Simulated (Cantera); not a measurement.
An adiabatic, constant-pressure homogeneous reactor starts with H2 : O2 : N2 : NO = 1 : 1.16 : 4.37 : 0.0088 (molar parts), at 1350 K and 4.54 atm. Integrator tolerance rtol = 1e-08.

Computed with Cantera and GRI-Mech 3.0 (53 species, 325 reactions). The hydrogen kinetics of GRI-Mech 3.0 are dated; newer H2 mechanisms differ, most at raised pressure. The mechanism lacks 2 NO + O2 → 2 NO2 and HONO, so NO2 and the effect of NO are under-described below about 1400 K.

Q: What does this change do: O2 1.16 to 0.86 parts?

A: 
```json
[
 {"quantity": "time of steepest temperature rise", "before": "5.99 µs", "after": "6.93 µs"},
 {"quantity": "temperature at 3.00 s", "before": "2364 K", "after": "2415 K"},
 {"quantity": "equilibrium temperature", "before": "2364 K", "after": "2415 K"},
 {"quantity": "x(H2) at 3.00 s", "before": "0.000700 (gas-phase equilibrium 0.000700)", "after": "0.00129 (gas-phase equilibrium 0.00129)"},
 {"quantity": "x(O2) at 3.00 s", "before": "0.102 (gas-phase equilibrium 0.102)", "after": "0.0567 (gas-phase equilibrium 0.0567)"},
 {"quantity": "x(NO) at 3.00 s", "before": "0.0119 (gas-phase equilibrium 0.0119)", "after": "0.0101 (gas-phase equilibrium 0.0101)"},
 {"quantity": "x(H2O2) at 3.00 s", "before": "5.71e-7 (gas-phase equilibrium 5.71e-7)", "after": "5.03e-7 (gas-phase equilibrium 5.03e-7)"},
 {"quantity": "x(NO2) at 3.00 s", "before": "1.84e-5 (gas-phase equilibrium 1.84e-5)", "after": "1.09e-5 (gas-phase equilibrium 1.09e-5)"},
 {"quantity": "x(N2O) at 3.00 s", "before": "1.35e-6 (gas-phase equilibrium 1.35e-6)", "after": "1.17e-6 (gas-phase equilibrium 1.17e-6)"}
]
```

Q: What does this change do: initial temperature 1350 to 1275 K?

A: 
```
quantity                                                              before                                      after
---------------------------------  -----------------------------------------  -----------------------------------------
time of steepest temperature rise                                    5.99 µs                                    9.01 µs
temperature at 3.00 s                                                 2364 K                                     2306 K
equilibrium temperature                                               2364 K                                     2306 K
x(H2) at 3.00 s                    0.000700 (gas-phase equilibrium 0.000700)  0.000507 (gas-phase equilibrium 0.000507)
x(O2) at 3.00 s                          0.102 (gas-phase equilibrium 0.102)        0.103 (gas-phase equilibrium 0.103)
x(NO) at 3.00 s                        0.0119 (gas-phase equilibrium 0.0119)      0.0106 (gas-phase equilibrium 0.0106)
x(H2O2) at 3.00 s                    5.71e-7 (gas-phase equilibrium 5.71e-7)    5.00e-7 (gas-phase equilibrium 5.00e-7)
x(NO2) at 3.00 s                     1.84e-5 (gas-phase equilibrium 1.84e-5)    1.77e-5 (gas-phase equilibrium 1.77e-5)
x(N2O) at 3.00 s                     1.35e-6 (gas-phase equilibrium 1.35e-6)    1.21e-6 (gas-phase equilibrium 1.21e-6)
```
